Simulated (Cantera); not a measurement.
Input: 1 mol SiCl4, a varied amount of N2, 20 mol H2, equilibrated at 1448 K and 70.0 mbar.

Equilibrium computed with Cantera from the NASA thermochemical tables; the gas is ideal and each condensed phase is pure. Candidate condensed phases: NH4Cl, Si, Si3N4; 28 gas species. N2 is the only nitrogen source here; it is nearly inert below about 1500 K, so the nitride shown seldom forms there in practice. The tables' values for SiCl3 are old estimates; treat these amounts as uncertain. The numbers say what is thermodynamically allowed, not how fast it happens.

x: gas mole fraction; n: condensed amount in mol.

```tsv
n(N2) (mol)	x H2	x N2	x HCl	x SiCl2	x SiCl3	x SiCl4	x SiHCl3	n Si3N4(s)
0.79	0.820	0.0117	0.159	0.00700	0.00115	0.000688	0.000304	0.265
1.1	0.807	0.0234	0.163	0.00472	0.000800	0.000498	0.000211	0.286
1.6	0.788	0.0435	0.164	0.00323	0.000557	0.000353	0.000145	0.300
2.2	0.767	?	0.162	?	0.000419	?	?	0.308
3.1	0.739	?	0.158	?	0.000312	?	?	0.314
4.3	0.704	0.143	0.152	0.00140	0.000236	0.000146	5.80e-5	0.318
6	0.660	0.196	0.143	0.00108	0.000177	0.000107	4.20e-5	0.321
8.5	0.604	0.263	0.132	0.000817	0.000129	7.48e-5	2.94e-5	0.323
12	0.541	0.340	0.118	0.000620	9.29e-5	5.12e-5	2.00e-5	0.325
```

**Question.** Fill in the missing entries.

**Answer.** 
- 2.2, x N2: 0.0672
- 2.2, x SiCl2: 0.00243
- 2.2, x SiCl4: 0.000266
- 2.2, x SiHCl3: 0.000108
- 3.1, x N2: 0.101
- 3.1, x SiCl2: 0.00182
- 3.1, x SiCl4: 0.000196
- 3.1, x SiHCl3: 7.86e-5
